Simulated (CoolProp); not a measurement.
The fluid at 235.09 K and 0.00708 MPa is compressed adiabatically to 0.0182 MPa with isentropic efficiency 0.7. The same conditions are run with several fluids, on thermodynamics alone (safety and materials aside).

Values from CoolProp's reference Helmholtz-energy equation of state of each fluid (R1336mzz(E): Akasaka 2023; isobutane: Bücker 2006; isobutene: Lemmon 2005; R236FA: Pan 2012; R410A: Lemmon 2003). Blends and air are pseudo-pure fits.

| fluid | work (kJ/kg) | final temperature (K) | final density (kg/m³) |
|---|---|---|---|
| R1336mzz(E) | ___ | 257.6 | 1.41 |
| isobutane | ___ | 268.0 | ___ |
| isobutene | ___ | ___ | ___ |
| R236FA | 17.8 | ___ | 1.29 |
| R410A | 39.1 | ___ | 0.555 |

**Question.** Fill in the missing entries.

**Answer.** 
- R1336mzz(E), work (kJ/kg): 16.5
- isobutane, work (kJ/kg): 47.4
- isobutane, final density (kg/m³): 0.478
- isobutene, work (kJ/kg): 49.2
- isobutene, final temperature (K): 270.4
- isobutene, final density (kg/m³): 0.457
- R236FA, final temperature (K): 259.6
- R410A, final temperature (K): 287.3
